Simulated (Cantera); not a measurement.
Charge: 1 mol SiC, 0.16 mol N2O, 1.1 mol H2, equilibrated at 0.000350 bar.

Equilibrium computed with Cantera from the NASA thermochemical tables; the gas is ideal and each condensed phase is pure. Candidate condensed phases: C, C6H6, C7H8, C8H18, H2O, Si, SiC, SiO2, Si2N2O, Si3N4; 151 gas species. Mutual solubility and eutectic melting of coexisting phases are not modelled. The numbers say what is thermodynamically allowed, not how fast it happens.

x: gas mole fraction; n: condensed amount in mol.

```tsv
T (K)	x H2	x N2	x CO	x SiO	x H	x Si	n C(graphite)	n SiC(s)	n Si2N2O(s)
975	1.000	2.11e-6	2.11e-6	1.36e-10	6.11e-8	<1e-12	0.320	0.680	0.160
1025	1.000	1.64e-5	1.65e-5	1.71e-9	2.33e-7	<1e-12	0.320	0.680	0.160
1075	1.000	0.000106	0.000106	1.70e-8	7.84e-7	<1e-12	0.320	0.680	0.160
1125	0.999	0.000575	0.000575	1.37e-7	2.37e-6	<1e-12	0.318	0.681	0.159
1175	0.995	0.00270	0.00270	9.21e-7	6.53e-6	2.21e-12	0.311	0.686	0.157
1225	0.978	0.0111	0.0111	5.29e-6	1.65e-5	1.93e-11	0.282	0.705	0.147
1275	0.918	0.0410	0.0410	2.64e-5	3.77e-5	1.43e-10	0.172	0.778	0.111
1325	0.837	0.0813	0.0811	0.000139	8.00e-5	1.28e-9	0	0.893	0.0532
1375	0.837	0.0816	0.0809	0.000791	0.000168	1.49e-8	0	0.894	0.0527
1425	0.833	0.0834	0.0795	[?]	[?]	[?]	0	0.895	0.0499
1475	0.819	0.0903	0.0740	[?]	[?]	[?]	0	0.901	[?]
1525	0.777	0.111	0.0575	0.0535	0.00111	8.96e-6	0	0.919	0.00282
1575	0.773	0.113	0.0563	0.0563	0.00195	3.07e-5	0	0.920	0
1625	0.772	0.112	0.0563	0.0562	0.00331	9.44e-5	0	0.920	0
```

Question: Complete the blanks.

Answer: 
- 1425, x SiO: 0.00392
- 1425, x H: 0.000333
- 1425, x Si: 1.46e-7
- 1475, x SiO: 0.0164
- 1475, x H: 0.000627
- 1475, x Si: 1.22e-6
- 1475, n Si2N2O(s): 0.0387
